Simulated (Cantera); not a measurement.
A closed system holds: 1 mol Si3N4, 0.0015 mol O2, 43 mol N2, held at 0.133 bar.

Cantera equilibrium calculation (NASA polynomials, part measured and part estimated; ideal gas, pure solids and liquids). Candidate condensed phases: Si, SiO2, Si2N2O, Si3N4; 16 gas species. Mutual solubility and eutectic melting of coexisting phases are not modelled. Kinetics and transport are ignored.

**Question.** Which condensed phases are stable at each of these points (T (K)): 1600, 1675, 1750, 1825, 1900, 1975, 2050, 2125?

**Answer.** 
| T (K) | condensed phases | Si condensed (%) |
|---|---|---|
| 1600 | Si2N2O(s) + Si3N4(s) | 100.0 |
| 1675 | Si2N2O(s) + Si3N4(s) | 99.9 |
| 1750 | Si3N4(s) | 99.9 |
| 1825 | Si3N4(s) | 99.9 |
| 1900 | Si3N4(s) | 99.8 |
| 1975 | Si3N4(s) | 99.5 |
| 2050 | Si(l) | 98.7 |
| 2125 | Si(l) | 97.4 |

From 1600 K to 1675 K the condensed part is Si2N2O(s) + Si3N4(s). From 1750 K to 1975 K the condensed part is Si3N4(s). From 2050 K to 2125 K the condensed part is Si(l).
